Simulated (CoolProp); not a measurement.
Vapour-liquid equilibrium of R1234yf (1) + R227EA (2) at 39.85 °C; x and y are mole fractions of (1).

Computed with CoolProp (multi-fluid Helmholtz-energy mixture model, Lemmon 2022 and Lemmon 2016; pair parameters Bell 2016).

Question: Give the bubble pressure and the first vapour's composition at x = 0.2, 0.35, 0.5. Is there an azeotrope?

Answer: x = 0.2: 7.628 bar, y = 0.251; x = 0.35: 8.092 bar, y = 0.417; x = 0.5: 8.556 bar, y = 0.569. No azeotrope shows between x = 0.05 and 0.95.

The pair parameters rest on a limited set of measurements; away from them the model extrapolates.
